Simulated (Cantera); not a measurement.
Charge: 1 mol Pb, 1.3 mol CO, 78 mol N2, held at 773 K.

Cantera equilibrium calculation (NASA polynomials, part measured and part estimated; ideal gas, pure solids and liquids). Candidate condensed phases: C, Pb, PbO, PbO2, Pb3O4; 27 gas species. The numbers say what is thermodynamically allowed, not how fast it happens.

x: gas mole fraction; n: condensed amount in mol.

```
P (Pa)    x N2     x CO     x CO2      x Pb  n C(graphite)  n Pb(l)
-------  -----  -------  --------  --------  -------------  -------
10       0.983   0.0164   6.55e-6  0.000231       0.000520    0.982
36       0.984   0.0163   2.35e-5   6.41e-5        0.00186    0.995
130      0.984   0.0162   8.36e-5   1.78e-5        0.00663    0.999
460      0.984   0.0158  0.000282   5.02e-6         0.0223    1.000
1700     0.984      [?]       [?]       [?]            [?]    1.000
6000     0.986      [?]       [?]       [?]            [?]    1.000
22000    0.987  0.00857   0.00394   1.05e-7          0.312    1.000
77000    0.989  0.00542   0.00553   3.00e-8          0.436    1.000
280000   0.990  0.00313   0.00669   8.25e-9          0.527    1.000
1000000  0.991  0.00174   0.00739   2.31e-9          0.582     1.00
```

**Question.** What belongs in the gaps?

**Answer.** 
- 6000, x CO: 0.0121
- 6000, x CO2: 0.00215
- 6000, x Pb: 3.85e-7
- 6000, n C(graphite): 0.170
- 1700, x CO: 0.0146
- 1700, x CO2: 0.000889
- 1700, x Pb: 1.36e-6
- 1700, n C(graphite): 0.0704
